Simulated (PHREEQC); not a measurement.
0.027 g of hydrous ferric oxide (600 m²/g; 0.2 weak and 0.005 strong sites per Fe, Dzombak-Morel constants, diffuse double layer) in 1 kg of water with 0.005 mol/kgw of an inert sodium salt and 0.061 mmol/kgw H3BO3, at 25 °C; the pH is set by adding NaOH or the inert anion's acid. Oxygen alone is held at its pressure in air (log pO2 = -0.68). No CO2 enters from the air. No solid was allowed to form.

Computed with PHREEQC (ion-association model, wateq4f.dat).

```json
[
 {"pH": "3", "B sorbed (%)": "0.0", "surface charge σ (C/m²)": "0.302", "surface potential ψ (mV)": "215"},
 {"pH": "3.38", "B sorbed (%)": "0.0", "surface charge σ (C/m²)": "0.257", "surface potential ψ (mV)": "210"},
 {"pH": "3.75", "B sorbed (%)": "0.0", "surface charge σ (C/m²)": "0.211", "surface potential ψ (mV)": "201"},
 {"pH": "4.12", "B sorbed (%)": "0.0", "surface charge σ (C/m²)": "0.169", "surface potential ψ (mV)": "190"},
 {"pH": "4.88", "B sorbed (%)": "0.0", "surface charge σ (C/m²)": "0.099", "surface potential ψ (mV)": "163"},
 {"pH": "5.25", "B sorbed (%)": "0.0", "surface charge σ (C/m²)": "0.074", "surface potential ψ (mV)": "148"},
 {"pH": "5.62", "B sorbed (%)": "0.0", "surface charge σ (C/m²)": "0.053", "surface potential ψ (mV)": "132"},
 {"pH": "6", "B sorbed (%)": "0.0", "surface charge σ (C/m²)": "0.037", "surface potential ψ (mV)": "114"},
 {"pH": "6.38", "B sorbed (%)": "0.0", "surface charge σ (C/m²)": "0.026", "surface potential ψ (mV)": "95"},
 {"pH": "6.75", "B sorbed (%)": "0.0", "surface charge σ (C/m²)": "0.017", "surface potential ψ (mV)": "75"},
 {"pH": "7.12", "B sorbed (%)": "0.0", "surface charge σ (C/m²)": "0.011", "surface potential ψ (mV)": "55"},
 {"pH": "7.88", "B sorbed (%)": "0.0", "surface charge σ (C/m²)": "0.002", "surface potential ψ (mV)": "13"},
 {"pH": "8.25", "B sorbed (%)": "0.0", "surface charge σ (C/m²)": "-0.001", "surface potential ψ (mV)": "-8"},
 {"pH": "8.62", "B sorbed (%)": "0.0", "surface charge σ (C/m²)": "-0.005", "surface potential ψ (mV)": "-29"},
 {"pH": "9", "B sorbed (%)": "0.0", "surface charge σ (C/m²)": "-0.009", "surface potential ψ (mV)": "-50"}
]
```

Complexes and solids missing from the database can't appear. The oxide is taken as insoluble; below pH 4 it would dissolve.
